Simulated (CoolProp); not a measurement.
50 sccm (0 °C, 1 atm) of nitrogen bubbles through liquid decamethyltetrasiloxane (MD2M) at 361 K and leaves saturated at a total pressure of 0.0624 MPa (ideal gas phase). Each further row changes one setting.

Model: reference Helmholtz-energy equation of state, Thol 2017, in CoolProp.

```csv
case,vapour pressure (kPa),mole fraction of vapour,delivery (mg/min),delivery (sccm),change of delivery for a bath 1 K warmer (%)
as stated,2.63,…,…,2.20,5.1
bath temperature 366 K,…,…,39.1,…,5.0
total pressure 0.125 MPa,2.63,…,14.9,…,5.0
```

Problem. Fill in the missing entries.

Solution. 
- as stated, mole fraction of vapour: 0.0421
- as stated, delivery (mg/min): 30.5
- bath temperature 366 K, vapour pressure (kPa): 3.33
- bath temperature 366 K, mole fraction of vapour: 0.0533
- bath temperature 366 K, delivery (sccm): 2.82
- total pressure 0.125 MPa, mole fraction of vapour: 0.0210
- total pressure 0.125 MPa, delivery (sccm): 1.07
